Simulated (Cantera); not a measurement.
## SiHCl3 + N2 (silicon nitride deposition)

Input: 1 mol SiHCl3, a varied amount of N2, equilibrated at 950 K and 0.000180 bar.

Cantera equilibrium calculation (NASA polynomials, part measured and part estimated; ideal gas, pure solids and liquids). Candidate condensed phases: NH4Cl, Si, Si3N4; 28 gas species. N2 is the only nitrogen source here; it is nearly inert below about 1500 K, so the nitride shown seldom forms there in practice. The tables' values for SiCl3 are old estimates; treat these amounts as uncertain. The numbers say what is thermodynamically allowed, not how fast it happens.

| n(N2) (mol) | x N2 | x HCl | x SiCl4 | x H2 | x SiCl3 | x SiHCl3 | x SiCl2 | n Si3N4(s) |
|---|---|---|---|---|---|---|---|---|
| 8.7 | 0.851 | 0.0906 | 0.0533 | 0.00543 | 0.000131 | 1.47e-5 | 1.08e-5 | 0.158 |
| 15 | 0.908 | 0.0565 | 0.0322 | 0.00267 | 8.88e-5 | 6.96e-6 | 8.17e-6 | 0.159 |
| 21 | 0.933 | 0.0417 | 0.0233 | 0.00169 | 6.95e-5 | 4.34e-6 | 6.90e-6 | 0.160 |
| 28 | 0.949 | 0.0320 | 0.0177 | 0.00114 | 5.62e-5 | 2.88e-6 | 5.97e-6 | 0.161 |
| 34 | 0.958 | 0.0267 | 0.0146 | 0.000867 | 4.87e-5 | 2.18e-6 | 5.41e-6 | 0.161 |
| 40 | 0.964 | 0.0229 | 0.0125 | 0.000690 | 4.31e-5 | 1.72e-6 | 4.98e-6 | 0.162 |
| 47 | 0.969 | 0.0197 | 0.0106 | 0.000549 | 3.82e-5 | 1.36e-6 | 4.60e-6 | 0.162 |
| 53 | 0.973 | 0.0175 | 0.00943 | 0.000463 | 3.50e-5 | 1.14e-6 | 4.33e-6 | 0.162 |
| 59 | 0.975 | 0.0158 | 0.00848 | 0.000397 | 3.23e-5 | 9.76e-7 | 4.10e-6 | 0.162 |
| 66 | 0.978 | 0.0142 | 0.00759 | 0.000338 | 2.97e-5 | 8.29e-7 | 3.87e-6 | 0.163 |
x: gas mole fraction; n: condensed amount in mol.

From 8.7 mol N2 to 66 mol N2 the condensed part is Si3N4(s). The main Si-bearing gas is SiCl4 throughout. The share of Si in condensed phases is highest at 66 mol N2 (48.8 %) and lowest at 8.7 mol N2 (47.3 %).
